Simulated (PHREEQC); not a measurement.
Make-up at 25 °C: 0.025 mol/kgw HF, 0.27 mol/kgw NaF and 0.11 mol/kgw H2SO4. Closed to the air; pH follows from the charge balance.

Model: ion-association model, phreeqc.dat, run in PHREEQC.

Each row changes one thing in this solution. This is a speciation only: nothing precipitates in the calculation.

```csv
case,pH,ionic strength (mol/kgw),Na+ (mol/kgw),HF (mol/kgw),F- (mol/kgw),HF2- (mol/kgw)
as made,2.26,0.326,0.245,0.196,0.0389,0.0287
temperature from 25 to 40 °C,2.37,0.323,0.244,0.195,0.0373,0.0300
temperature from 25 to 45 °C,2.40,0.321,0.244,0.195,0.0369,0.0303
diluted 100-fold with water,3.10,___,0.00269,0.00153,0.00140,8.23e-6
HF from 0.025 to 0.0375 mol/kgw,2.24,0.326,0.245,___,0.0386,0.0300
H2SO4 left out,4.26,0.253,0.253,0.0130,0.241,___
temperature from 25 to 15 °C,___,0.329,0.245,0.197,0.0404,0.0274
HF from 0.025 to 0.0225 mol/kgw,2.27,0.326,0.245,0.194,0.0389,___
```

Problem. What belongs in the gaps?

Solution. 
- diluted 100-fold with water, ionic strength (mol/kgw): 0.00456
- HF from 0.025 to 0.0375 mol/kgw, HF (mol/kgw): 0.206
- H2SO4 left out, HF2- (mol/kgw): 0.0119
- temperature from 25 to 15 °C, pH: 2.21
- HF from 0.025 to 0.0225 mol/kgw, HF2- (mol/kgw): 0.0285

Constants without temperature data keep their 25 °C values here.
